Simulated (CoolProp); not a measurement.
A closed Brayton cycle with nitrogen: compressor inlet 328.15 K and 3.4 MPa, high pressure 8.13 MPa, turbine inlet 845 K, compressor efficiency 0.85, turbine efficiency 0.93, recuperator effectiveness 0.95 (on enthalpy, no pinch check). Each further row changes one setting.

The numbers come from the reference Helmholtz-energy equation of state, Span 2000 in CoolProp.

```
case                           thermal efficiency (%)  net work (kJ/kg)  compressor to turbine work  compressor exit (K)  turbine exit (K)
-----------------------------  ----------------------  ----------------  --------------------------  -------------------  ----------------
as stated                                        34.8              70.1                        0.62                438.2             681.6
turbine inlet 795 K                              31.4              59.0                        0.66                438.2             639.8
compressor inlet 338.15 K                        33.1              66.4                        0.64                451.4             681.6
high pressure 6.91 MPa                           36.2              62.5                        0.59                415.6             709.7
recuperator effectiveness 0.5                    21.9              70.1                        0.62                438.2             681.6
```
